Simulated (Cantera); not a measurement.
An isothermal, constant-pressure homogeneous reactor starts with N₂O : O₂ = 1 : 0.065 (molar parts), at 1448 K and 0.553 atm.

Cantera simulation using GRI-Mech 3.0 (53 species, 325 reactions); the numbers are that mechanism's predictions, not measurements. GRI-Mech 3.0 was tuned for natural gas; its chemistry of N2O as a main component is partial and can be far from experiment. The temperature is held fixed by assumption; the heat of reaction is taken as removed at once.

x: mole fraction; the columns are a selection and need not sum to one.

| t (s) | x N₂O | x O₂ | x NO | x NO₂ | x O | x N₂ |
|---|---|---|---|---|---|---|
| 5.00e-6 | 0.939 | 0.0610 | 5.84e-6 | 1.72e-11 | 2.50e-5 | 4.84e-5 |
| 1.62e-5 | 0.939 | 0.0611 | 3.71e-5 | 6.86e-10 | 3.95e-5 | 0.000189 |
| 5.22e-5 | 0.938 | 0.0613 | 0.000158 | ___ | 4.16e-5 | 0.000676 |
| 0.000169 | 0.935 | 0.0619 | 0.000550 | ___ | 4.16e-5 | 0.00225 |
| 0.000545 | 0.927 | 0.0640 | 0.00180 | ___ | 4.16e-5 | 0.00730 |
| 0.00176 | 0.901 | 0.0704 | 0.00575 | ___ | 4.15e-5 | 0.0232 |
| 0.00568 | 0.822 | 0.0895 | 0.0174 | ___ | 4.10e-5 | 0.0706 |
| 0.0184 | 0.625 | 0.138 | 0.0466 | ___ | 3.93e-5 | 0.191 |
| 0.0593 | 0.292 | 0.221 | 0.0930 | ___ | 3.33e-5 | 0.394 |
| 0.192 | 0.0488 | 0.285 | 0.119 | ___ | 1.46e-5 | 0.546 |
| 0.619 | 0.000972 | 0.300 | 0.120 | 0.000647 | 1.79e-6 | 0.578 |
| 2.00 | 4.40e-6 | 0.301 | 0.119 | 0.000673 | 1.44e-6 | 0.579 |

Problem. Fill in the missing entries.

Solution. 
- 5.22e-5, x NO₂: 1.23e-8
- 0.000169, x NO₂: 1.45e-7
- 0.000545, x NO₂: 1.42e-6
- 0.00176, x NO₂: 1.10e-5
- 0.00568, x NO₂: 5.58e-5
- 0.0184, x NO₂: 0.000178
- 0.0593, x NO₂: 0.000377
- 0.192, x NO₂: 0.000509
